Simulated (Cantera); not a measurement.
Feed: 1 mol TiCl4, 2 mol C3H8, 2.4 mol H2, held at 1198.15 K.

These are equilibrium values from Cantera (NASA tables, ideal gas, pure condensed phases), not measurements of a reactor. Candidate condensed phases: C, C6H6, C7H8, C8H18, Ti, TiC, TiCl2, TiCl3, TiCl4; 96 gas species. TiC: taken at fixed stoichiometry. The numbers say what is thermodynamically allowed, not how fast it happens.

### Question
What share of the Ti ends up in condensed phases as a function of P (Pa), at 10, 63, 400, 2500, 16000, 100000?

### Answer
| P (Pa) | Ti condensed (%) | as |
|---|---|---|
| 10 | 98.8 | TiC(s) |
| 63 | 96.6 | TiC(s) |
| 400 | 90.3 | TiC(s) |
| 2500 | 76.9 | TiC(s) |
| 16000 | 58.7 | TiC(s) |
| 100000 | 41.3 | TiC(s) |
